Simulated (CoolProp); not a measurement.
Values from CoolProp's reference Helmholtz-energy equation of state, Thol 2022.

Problem. Give the vapour pressure (MPa), liquid density (kg/m³), vapour Z of saturated vinyl chloride at 293.2, 309.9 K.

Solution. 
```
T (K)  p (MPa)  liquid density (kg/m³)  vapour Z
-----  -------  ----------------------  --------
293.2    0.340                     909     0.931
309.9    0.553                     877     0.904
```
